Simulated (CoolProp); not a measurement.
Vapour-liquid equilibrium of R152A (1) + methanol (2) at -0.95 °C; x and y are mole fractions of (1).

Values from CoolProp's multi-fluid Helmholtz-energy mixture model, Outcalt 1996 and de Reuck 1993; pair parameters Bell 2016.

**Question.** Give the bubble pressure and the first vapour's composition at x = 0.2, 0.425, 0.5. Is there an azeotrope?

**Answer.** x = 0.2: 1.369 bar, y = 0.973; x = 0.425: 1.633 bar, y = 0.978; x = 0.5: 1.699 bar, y = 0.980. No azeotrope shows between x = 0.05 and 0.95.

Pair parameters are fitted to limited data, so mixtures are less certain than the pure fluids. With so large a gap from Raoult's law the liquid may split in two, which this calculation doesn't test in full.
